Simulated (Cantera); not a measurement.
Input (Python, Cantera):

```python
import numpy as np
import cantera as ct

gas = ct.Solution("gri30.yaml")
gas.TPX = 1600, 13332, {'CH4': 1, 'H2O': 2.2, 'H2': 0.082}
reactor = ct.IdealGasConstPressureReactor(gas, energy="off", clone=False)
net = ct.ReactorNet([reactor])
net.rtol, net.atol = 1e-08, 1e-18
show = ['CH4', 'H2O', 'H2', 'H', 'HO2']
times = np.geomspace(0.0004, 200, 12)

steps = ct.SolutionArray(gas, extra=["t"])
rows = []
print(f"{'t/s':>10s}{'T/K':>9s}{'P/Pa':>11s}" + "".join(f"{s:>11s}" for s in show))
for t in times:
    while net.time < t:
        t_next = net.step()
        steps.append(gas.state, t=t_next)
    rows.append([np.interp(t, steps.t, y) for y in (steps.T, steps.P, *steps(*show).X.T)])
    print(f"{t:10.3e}{rows[-1][0]:9.1f}{rows[-1][1]:11.4g}" + "".join(f"{x:11.3e}" for x in rows[-1][2:]))
rate = np.gradient(steps.T, steps.t)
print("integrator steps:", len(steps.t))
if steps.T.max() > steps.T[0] + 200:
    print(f"time of steepest temperature rise: {steps.t[rate.argmax()]:.4e} s")
gas.TPX = 1600, 13332, {'CH4': 1, 'H2O': 2.2, 'H2': 0.082}
gas.equilibrate("TP")
print(f"equilibrium (TP): T = {gas.T:.1f} K  " + "  ".join(f"{s} {gas[s].X[0]:.3e}" for s in show))
```

It prints:

```
       t/s      T/K       P/Pa        CH4        H2O         H2          H        HO2
 4.000e-04   1600.0  1.333e+04  3.044e-01  6.702e-01  2.513e-02  1.454e-06  2.842e-15
 1.319e-03   1600.0  1.333e+04  3.034e-01  6.700e-01  2.569e-02  3.410e-06  1.797e-14
 4.347e-03   1600.0  1.333e+04  2.977e-01  6.684e-01  3.019e-02  7.553e-06  6.120e-14
 1.433e-02   1600.0  1.333e+04  2.703e-01  6.565e-01  5.827e-02  1.540e-05  9.717e-14
 4.725e-02   1600.0  1.333e+04  2.076e-01  6.210e-01  1.327e-01  2.939e-05  1.020e-13
 1.558e-01   1600.0  1.333e+04  1.218e-01  5.681e-01  2.373e-01  5.117e-05  9.133e-14
 5.136e-01   1600.0  1.333e+04  5.271e-02  5.023e-01  3.395e-01  8.054e-05  1.055e-13
 1.693e+00   1600.0  1.333e+04  2.817e-02  4.112e-01  4.286e-01  1.005e-04  7.999e-14
 5.582e+00   1600.0  1.333e+04  1.803e-02  3.082e-01  5.147e-01  1.077e-04  3.928e-14
 1.840e+01   1600.0  1.333e+04  7.957e-03  2.347e-01  5.770e-01  1.128e-04  2.138e-14
 6.067e+01   1600.0  1.333e+04  1.468e-03  2.102e-01  5.999e-01  1.149e-04  1.694e-14
 2.000e+02   1600.0  1.333e+04  3.028e-05  2.077e-01  6.028e-01  1.161e-04  1.674e-14
integrator steps: 2006
equilibrium (TP): T = 1600.0 K  CH4 4.446e-09  H2O 2.077e-01  H2 6.029e-01  H 1.164e-04  HO2 1.682e-14
```

Computed with Cantera and GRI-Mech 3.0 (53 species, 325 reactions).
